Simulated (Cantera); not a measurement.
A closed system holds: 1 mol S, 0.54 mol H2, 0.81 mol N2, 0.042 mol SO2, equilibrated at 777 °C and 0.170 bar.

Equilibrium computed with Cantera from the NASA thermochemical tables; the gas is ideal and each condensed phase is pure. Candidate condensed phases: H2O, H2SO4, S; 35 gas species. Gases not in the tables: S3 to S7. Kinetics and transport are ignored.

Base state: N2 0.489, H2S 0.258, S2 0.185, H2O 0.0502, H2 0.0179, SO2 0.000160, S2O 0.000131, SH 7.23e-5 (mole fractions); condensed: gas only.

Problem. What changes in the equilibrium state with this change: SO2 from 0.042 to 0.58 mol?

Solution. 
```csv
species,before,after
N2,0.489,0.357
S2,0.185,0.245
H2O,0.0502,0.196
H2S,0.258,0.0398
SO2,0.000160,0.155
H2,0.0179,0.00240
S2O,0.000131,0.00502
SO,1.71e-6,5.71e-5
SH,7.23e-5,3.05e-5
```
